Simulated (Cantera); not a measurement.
Charge: 1 mol Ta(OEt)₅, 1.2 mol CH₄, 130 mol H₂, held at 1473.15 K.

Method: chemical equilibrium by Gibbs-energy minimisation in Cantera with the NASA 1993 tables (ideal gas, pure condensed phases). Candidate condensed phases: C, C₆H₆, C₇H₈, C₈H₁₈, H₂O, Ta, TaC, Ta₂O₅; 113 gas species. The feed counts by its element totals alone. TaC: taken at fixed stoichiometry. Condensed phases not in the tables: Ta₂C. Equilibrium is a limit: real reactors are often held back by kinetics, nucleation or transport.

At 0.000220 bar, list the 3 most abundant gas species with their mole fractions, and the condensed phases.

H₂ 0.966, CO 0.0333, H 0.000840. Condensed: C(graphite) + TaC(s).
